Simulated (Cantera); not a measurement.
A closed system holds: 1 mol SiC, 0.015 mol H2O, 850 mol N2, at 0.0113 Torr.

Method: chemical equilibrium by Gibbs-energy minimisation in Cantera with the NASA 1993 tables (ideal gas, pure condensed phases). Candidate condensed phases: C, C6H6, C7H8, C8H18, H2O, Si, SiC, SiO2, Si2N2O, Si3N4; 151 gas species. Rates play no part.

Task: At 1425 K, list the 3 most abundant gas species with their mole fractions, and the condensed phases.

Result: N2 1.000, H2 1.42e-5, CO 1.32e-5. Condensed: SiC(s).
